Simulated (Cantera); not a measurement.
A perfectly stirred reactor is fed with 7.42 % CH4, 12.4 % O2, 80.2 % N2, equivalence ratio 1.2, at 7500 Torr; it is adiabatic with a 798 K inlet, and is followed from long to short residence time, starting on the burning branch (τ in s: 0.086, 0.028, 0.0092, 0.003, 0.00099, 0.00032, 0.00011, 3.5e-05, 1.1e-05, 3.7e-06).

Detailed kinetics in Cantera: GRI-Mech 3.0 (53 species, 325 reactions).

One state of this run: T (K) = 1936; x CH4 = 0.00250; x O2 = 0.00758; x HCO = 8.58e-7; x C2H = 1.42e-7; x HCN = 2.17e-5; x NO = 2.23e-5. x: mole fraction; the columns are a selection and need not sum to one.

Q: Which value of τ (s) does it belong to?
A) 1.1e-5
B) 0.0092
C) 0.00032
D) 3.5e-5

A: C, 0.00032
